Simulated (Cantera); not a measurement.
Charge: 1 mol Si, 3.7 mol NF3, at 950 K and 0.0100 bar.

Cantera equilibrium calculation (NASA polynomials, part measured and part estimated; ideal gas, pure solids and liquids). Candidate condensed phases: Si, Si3N4; 16 gas species. Rates play no part.

Base state: F 0.321, F2 0.304, N2 0.242, SiF4 0.131, NF3 0.000763 (mole fractions); condensed: gas only.

Task: What changes in the equilibrium state with this change: pressure from 0.0100 bar to 1.00 bar?

Result: 
```csv
species,before,after
F2,0.304,0.409
N2,0.242,0.258
SiF4,0.131,0.173
F,0.321,0.0373
NF3,0.000763,0.123
```

Task: What changes in the equilibrium state with this change: pressure from 0.0100 bar to 2.80e-5 bar?

Result: 
```
species    before    after
-------  --------  -------
F           0.321    0.708
N2          0.242    0.187
SiF4        0.131    0.101
F2          0.304  0.00414
NF3      0.000763  2.98e-9
```

Task: What changes in the equilibrium state with this change: temperature from 950 K to 1423.15 K?

Result: 
| species | before | after |
|---|---|---|
| F | 0.321 | 0.712 |
| N2 | 0.242 | 0.186 |
| SiF4 | 0.131 | 0.101 |
| F2 | 0.304 | 0.00140 |
| NF3 | 0.000763 | <1e-9 |
